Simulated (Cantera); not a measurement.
A closed system holds: 1 mol Si2H6, 0.92 mol Cl2, 590 mol H2, held at 1823 K and 4.20 Torr.

Method: chemical equilibrium by Gibbs-energy minimisation in Cantera with the NASA 1993 tables (ideal gas, pure condensed phases). Candidate condensed phases: Si; 19 gas species. The feed counts by its element totals alone. The tables' values for SiCl are old estimates; treat these amounts as uncertain. Gases not in the tables: Si2H6 and higher silanes. Equilibrium is a limit: real reactors are often held back by kinetics, nucleation or transport.

Base state: H2 0.990, H 0.00576, HCl 0.00301, Si 0.000789, SiH 6.28e-5, SiH2 3.48e-5, SiCl2 2.73e-5, SiCl 1.35e-5 (mole fractions); condensed: Si(l).

Q: What changes in the equilibrium state with this change: temperature from 1823 K to 1298 K?

A: 
| species | before | after |
|---|---|---|
| H2 | 0.990 | 0.997 |
| HCl | 0.00301 | 0.00305 |
| SiCl2 | 2.73e-5 | 2.48e-5 |
| H | 0.00576 | 1.43e-5 |
| Si | 0.000789 | 7.26e-9 |
| SiH | 6.28e-5 | 4.55e-9 |
| SiCl | 1.35e-5 | 8.82e-9 |
| SiH2 | 3.48e-5 | 7.37e-8 |
| Cl | 1.33e-5 | 3.69e-8 |
| Si(l), mol | 1.44 | 0 |
| Si(s), mol | 0 | 1.99 |
